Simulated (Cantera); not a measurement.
A closed system holds: 1 mol borazine, 0.56 mol O2, 59 mol H2, 7.9 mol H2O, at 2.40 mbar.

Equilibrium computed with Cantera from the NASA thermochemical tables; the gas is ideal and each condensed phase is pure. Candidate condensed phases: B, BN, B2O3, B3O3H3, H2O; 39 gas species. The feed counts by its element totals alone. Gases not in the tables: H3BO3. The numbers say what is thermodynamically allowed, not how fast it happens.

x: gas mole fraction; nothing condenses.

| T (°C) | x H2 | x H | x H2O | x HBO2 | x N2 | x BO |
|---|---|---|---|---|---|---|
| 1350 | 0.895 | 0.00133 | 0.0438 | 0.0371 | 0.0206 | 2.75e-5 |
| 1450 | 0.892 | 0.00352 | 0.0446 | 0.0360 | 0.0205 | 0.000100 |
| 1550 | 0.887 | 0.00833 | 0.0455 | 0.0346 | 0.0205 | 0.000312 |
| 1650 | 0.876 | ___ | 0.0466 | 0.0329 | 0.0204 | ___ |
| 1750 | 0.858 | ___ | 0.0479 | 0.0306 | 0.0202 | ___ |
| 1850 | 0.826 | 0.0666 | 0.0493 | 0.0276 | 0.0198 | 0.00401 |
| 1950 | 0.777 | 0.115 | 0.0505 | 0.0236 | 0.0193 | 0.00714 |
| 2050 | 0.706 | 0.187 | 0.0507 | 0.0188 | 0.0185 | 0.0111 |

Problem. Complete the blanks.

Solution. 
- 1750, x H: 0.0359
- 1750, x BO: 0.00196
- 1650, x H: 0.0180
- 1650, x BO: 0.000837
